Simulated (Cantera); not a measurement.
What does this Cantera script print?

```python
import numpy as np
import cantera as ct

gas_names = """
    H HO2 H2 H2O H2O2 O OH O2 O3 Zr ZrO ZrO2
""".split()
cond_names = """
    H2O(s) H2O(L) Zr(a) Zr(b) Zr(L) ZrO2(a) ZrO2(b) ZrO2(L)
""".split()


def load(file, names, dense=False):
    # The tables refer to 1 bar. Condensed volumes are neglected.
    table = {s.name: s for s in ct.Species.list_from_file(file)}
    out = []
    for n in names:
        d = dict(table[n].input_data)
        d["thermo"] = dict(d["thermo"], **{"reference-pressure": 1e5})
        if dense:
            d["equation-of-state"] = {"model": "constant-volume", "density": "1e6 g/cm^3"}
        out.append(ct.Species.from_dict(d))
    return out


gas = ct.Solution(thermo="ideal-gas", species=load("nasa_gas.yaml", gas_names))
cond = {s.name: ct.Solution(thermo="fixed-stoichiometry", species=[s], name=s.name)
        for s in load("nasa_condensed.yaml", cond_names, dense=True)}
atoms = {
    'Zr': {'Zr': 1},
    'H2O': {'H': 2, 'O': 1},
}
top_T = {}  # K; cautious upper limits of use, not melting points


def equilibrate(T, P, feed):
    n = {}
    for name, mol in feed.items():
        for a, k in atoms[name].items():
            n[a] = n.get(a, 0.0) + k * mol
    gas.TPX = T, P, n
    mass = sum(n.values()) * gas.mean_molecular_weight
    gas.equilibrate("TP")
    valid = [c for c in cond.values() if c.min_temp <= T <= top_T.get(c.name, c.max_temp)]
    mix = ct.Mixture([(gas, mass / gas.mean_molecular_weight)] + [(c, 0.0) for c in valid])
    mix.T, mix.P = T, P
    mix.equilibrate("TP", solver="vcs", rtol=1e-11, max_steps=5000)
    return mix


results = []
T = 2075  # K
P = 12  # Pa
for m in [0.86, 1.3, 1.9, 2.9, 4.3, 6.4, 9.6, 14, 22]:
    feed = {'Zr': 1, 'H2O': m}  # mol
    mix = equilibrate(T, P, feed)
    results.append((T, P, feed, dict(zip(mix.species_names, mix.species_moles))))

top = {s: max(r[3][s] / sum(r[3][g] for g in gas_names) for r in results) for s in gas_names}
cols = sorted((s for s in top if top[s] > 0.001), key=lambda s: -top[s])[:9]
seen = [c for c in cond_names if any(r[3].get(c, 0) > 1e-12 for r in results)]
print("log10 of partial pressures in bar; condensed amounts in mol")
print(f"{'n(H2O)':>10s}" + "".join(f"{s[:9]:>10s}" for s in cols + seen))
for T, P, feed, n in results:
    ng = sum(n[g] for g in gas_names)
    print(f"{feed['H2O']:10.4g}" + "".join(f"{np.log10(max(n[s] / ng * P / 1e5, 1e-99)):10.3f}" for s in cols)
          + "".join(f"{n.get(c, 0):10.4g}" for c in seen))
```

Result:

```
log10 of partial pressures in bar; condensed amounts in mol
    n(H2O)        H2       H2O         H        OH        O2         O       ZrO     Zr(b)   ZrO2(b)
      0.86    -4.027    -9.726    -4.588   -11.230   -18.003   -11.935    -6.707    0.5691    0.4292
       1.3    -4.027    -9.726    -4.588   -11.230   -18.003   -11.935    -6.707    0.3487    0.6488
       1.9    -4.027    -9.726    -4.588   -11.230   -18.003   -11.935    -6.707    0.0481    0.9483
       2.9    -4.187    -4.495    -4.668    -5.918    -7.220    -6.544   -12.099         0         1
       4.3    -4.352    -4.265    -4.751    -5.606    -6.431    -6.149   -12.493         0         1
       6.4    -4.499    -4.172    -4.824    -5.439    -5.949    -5.908   -12.734         0         1
       9.6    -4.613    -4.131    -4.881    -5.342    -5.641    -5.754   -12.888         0         1
        14    -4.686    -4.116    -4.917    -5.290    -5.466    -5.666   -12.976         0         1
        22    -4.740    -4.109    -4.945    -5.256    -5.342    -5.604   -13.038         0         1
```

Method: chemical equilibrium by Gibbs-energy minimisation in Cantera with the NASA 1993 tables (ideal gas, pure condensed phases). Mutual solubility and eutectic melting of coexisting phases are not modelled. Condensed phases not in the tables: N, O or C dissolved in the metal.
